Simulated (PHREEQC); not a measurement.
1.4 g of hydrous ferric oxide (600 m²/g; 0.2 weak and 0.005 strong sites per Fe, Dzombak-Morel constants, diffuse double layer) in 1 kg of water with 0.01 mol/kgw of an inert sodium salt and 4.6e-06 mol/kgw BaCl2 and 3.6e-05 mol/kgw CaCl2, at 25 °C; the pH is set by adding NaOH or the inert anion's acid. Oxygen is held at 0.21 atm. The system is closed to CO2. No solid was allowed to form.

The series has 13 steps of pH, from 4 to 10.

Computed with PHREEQC (ion-association model, wateq4f.dat).

Question: Near which pH is half of the Ba sorbed, and on which side is more sorbed?

Answer: Near pH 7.6, with more sorbed at higher pH.

Question: Near which pH is half of the Ca sorbed, and on which side is more sorbed?

Answer: Near pH 7.9, with more sorbed at higher pH.
